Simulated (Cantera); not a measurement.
Mixture: 6.44 % CO, 3.47 % H2, 3.41 % CH4, 16.6 % O2, 62.4 % N2, 7.72 % CO2, equivalence ratio 0.71, at 760 Torr, adiabatic and at constant pressure. Ignition delay is the time to a rise of 400 K.

Detailed kinetics in Cantera: GRI-Mech 3.0 (53 species, 325 reactions).

Task: At T0 = 1323 K, what is the delay, and which 7 reactions control it most (d ln τ / d ln k, from doubling and halving each rate constant)?

Result: The delay is 0.263 ms.
```csv
reaction,d ln τ / d ln k,faster rate
H + O2 <=> O + OH,-1.34,shortens it
CH4 + OH <=> CH3 + H2O,0.54,lengthens it
H2 + OH <=> H + H2O,-0.45,shortens it
CH4 + H <=> CH3 + H2,0.41,lengthens it
H2 + O <=> H + OH,-0.25,shortens it
CH3 + HO2 <=> CH3O + OH,-0.20,shortens it
CH3 + H (+M) <=> CH4 (+M),0.16,lengthens it
```
